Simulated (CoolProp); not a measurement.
Vapour-liquid equilibrium of CHF3 (R23) (1) + R134a (2) at -70.45 °C; x and y are mole fractions of (1).

The numbers come from the multi-fluid Helmholtz-energy mixture model, Penoncello 2003 and Tillner-Roth 1994; pair parameters Bell 2016 in CoolProp.

| x | bubble pressure (MPa) | y at the bubble point | dew pressure at overall composition x (MPa) | liquid density (mol/L) |
|---|---|---|---|---|
| 0.05 | 0.01630 | 0.547 | 0.008114 | 14.95 |
| 0.125 | 0.02908 | 0.763 | 0.008780 | 15.29 |
| 0.2 | 0.04187 | 0.848 | 0.009566 | 15.63 |
| 0.275 | 0.05476 | 0.894 | 0.01051 | 15.99 |
| 0.35 | 0.06781 | 0.922 | 0.01165 | 16.36 |
| 0.425 | 0.08108 | 0.942 | 0.01308 | 16.74 |
| 0.5 | 0.09458 | 0.956 | 0.01490 | 17.13 |
| 0.575 | 0.1083 | 0.967 | 0.01730 | 17.54 |
| 0.65 | 0.1223 | 0.976 | 0.02063 | 17.95 |
| 0.725 | 0.1364 | 0.983 | 0.02555 | 18.38 |
| 0.8 | 0.1507 | 0.989 | 0.03352 | 18.81 |
| 0.875 | 0.1652 | 0.994 | 0.04865 | 19.25 |
| 0.95 | 0.1797 | 0.998 | 0.08822 | 19.70 |

No azeotrope shows between x = 0.05 and 0.95.

Pair parameters are fitted to limited data, so mixtures are less certain than the pure fluids.
